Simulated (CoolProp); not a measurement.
Vapour-liquid equilibrium of 1-butene (1) + acetone (2) at -2.65 °C; x and y are mole fractions of (1).

The numbers come from the multi-fluid Helmholtz-energy mixture model, Lemmon 2005 and Lemmon 2006; pair parameters Bell 2016 in CoolProp.

| x | bubble pressure (kPa) | y at the bubble point | dew pressure at overall composition x (kPa) | liquid density (mol/L) |
|---|---|---|---|---|
| 0.05 | 26.09 | 0.702 | (withheld) | 13.85 |
| 0.2 | 64.02 | 0.891 | 10.05 | 13.31 |
| 0.35 | 83.36 | 0.923 | (withheld) | 12.81 |
| 0.5 | 92.50 | 0.936 | 15.91 | 12.34 |
| 0.65 | 98.01 | 0.944 | 22.42 | (withheld) |
| 0.8 | 104.0 | (withheld) | 37.87 | 11.51 |
| 0.95 | (withheld) | 0.984 | (withheld) | 11.18 |

Task: Complete the blanks.

Result: 
- 0.05, dew pressure at overall composition x (kPa): 8.488
- 0.35, dew pressure at overall composition x (kPa): 12.32
- 0.65, liquid density (mol/L): 11.90
- 0.8, y at the bubble point: 0.957
- 0.95, bubble pressure (kPa): 112.9
- 0.95, dew pressure at overall composition x (kPa): 101.1

No azeotrope shows between x = 0.05 and 0.95.

The pair parameters rest on a limited set of measurements; away from them the model extrapolates. With so large a gap from Raoult's law the liquid may split in two, which this calculation doesn't test in full.
